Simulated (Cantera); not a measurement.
Charge: 1 mol BN, 6 mol F2, 0.98 mol H2, at 948 K and 1330 Pa.

Cantera equilibrium calculation (NASA polynomials, part measured and part estimated; ideal gas, pure solids and liquids). Candidate condensed phases: B, BN; 31 gas species. Equilibrium is a limit: real reactors are often held back by kinetics, nucleation or transport.

Base state: F2 0.300, F 0.271, HF 0.243, BF3 0.124, N2 0.0617, NF3 0.000521 (mole fractions); condensed: gas only.

Task: What changes in the equilibrium state with this change: temperature from 948 K to 1725 K?

Result: 
```tsv
species	before	after
F	0.271	0.670
HF	0.243	0.187
BF3	0.124	0.0953
F2	0.300	0.000140
N2	0.0617	0.0476
NF3	0.000521	<1e-9
```
